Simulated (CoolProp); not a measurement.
A simple Rankine cycle with R365MFC: condensing at 317.15 K, boiler at 0.693 MPa, turbine inlet 385.2 K, turbine efficiency 0.85, pump efficiency 0.8, no recuperator. Each further row changes one setting.

Values from CoolProp's reference Helmholtz-energy equation of state, Lemmon 2016.

```
case                             thermal efficiency (%)  net work (kJ/kg)  heat in (kJ/kg)  turbine exit temperature (K)  volume ratio over the turbine
-------------------------------  ----------------------  ----------------  ---------------  ----------------------------  -----------------------------
as stated                                          11.2              27.9              250                         350.0                            ___
turbine inlet 405.2 K                              10.9              30.0              275                         371.1                           6.13
condensing temperature 309.15 K                     ___              32.4              261                         345.2                           8.32
boiler pressure 0.485 MPa                           9.1              23.3              254                         358.5                           4.23
turbine efficiency 0.75                             9.8              24.5              250                         353.0                            ___
```

### Question
Some entries are withheld; supply them.

### Answer

- as stated, volume ratio over the turbine: 6.28
- condensing temperature 309.15 K, thermal efficiency (%): 12.4
- turbine efficiency 0.75, volume ratio over the turbine: 6.34
